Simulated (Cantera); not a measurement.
Input (Python, Cantera) and output of one run.

```python
import numpy as np
import cantera as ct

gas_names = """
    CL CL2 H HCL H2 N NH NH2 NH3 N2 N2H2 N2H4 Si SiCL SiCL2 SiCL3 SiCL4 SiH SiHCL3 SiH2 SiH2CL2 SiH3
    SiH3CL SiH4 SiN Si2 Si2N Si3
""".split()
cond_names = """
    NH4CL(a) NH4CL(b) Si(cr) Si(L) Si3N4(a)
""".split()


# ... load() reads the species with a 1 bar reference pressure and builds the phases ...
atoms = {
    'Si2Cl6': {'Si': 2, 'CL': 6},
    'NH3': {'N': 1, 'H': 3},
    'H2': {'H': 2},
}
top_T = {'Si3N4(a)': 2400}  # K; cautious upper limits of use, not melting points


# ... equilibrate(T, P, feed) seeds the gas with the atoms and calls Mixture.equilibrate('TP', solver="vcs", rtol=1e-11, max_steps=5000) ...
results = []
feed = {'Si2Cl6': 1, 'NH3': 4.6, 'H2': 0.12}  # mol
T = 1400  # K
P = 10000  # Pa
mix = equilibrate(T, P, feed)
results.append((T, P, feed, dict(zip(mix.species_names, mix.species_moles))))
print(gas.report(threshold=1e-05))
for i in range(1, mix.n_phases):
    print(f"{mix.phase(i).name:16s} {mix.phase_moles(i):12.5e} mol")
```

Output:

```
       temperature   1400 K
          pressure   10000 Pa
           density   0.021615 kg/m^3
  mean mol. weight   25.161 kg/kmol
   phase of matter   gas

                          1 kg             1 kmol
                     ---------------   ---------------
          enthalpy       -9.0929e+05       -2.2878e+07  J
   internal energy       -1.3719e+06       -3.4519e+07  J
           entropy            9841.1        2.4761e+05  J/K
    Gibbs function       -1.4687e+07       -3.6953e+08  J
 heat capacity c_p            1412.9             35549  J/K
 heat capacity c_v            1082.4             27235  J/K

                      mass frac. Y      mole frac. X     chem. pot. / RT
                     ---------------   ---------------   ---------------
                 H        4.0825e-07         1.019e-05           -10.765
               HCL           0.58388           0.40295            -36.34
                H2          0.035167           0.43891            -21.53
                N2           0.12943           0.11625           -30.257
             SiCL2          0.026816         0.0068162           -60.643
             SiCL3          0.034837         0.0065201           -86.217
             SiCL4           0.17878          0.026477           -111.79
            SiHCL3          0.010989         0.0020414           -96.982
           SiH2CL2        9.5034e-05        2.3674e-05           -82.173
     [  +19 minor]        1.1704e-05        8.6571e-06

Si(cr)            0.00000e+00 mol
Si3N4(a)          5.13889e-01 mol
```

Equilibrium computed with Cantera from the NASA thermochemical tables; the gas is ideal and each condensed phase is pure. The feed counts by its element totals alone. The tables' values for SiCl3 are old estimates; treat these amounts as uncertain.
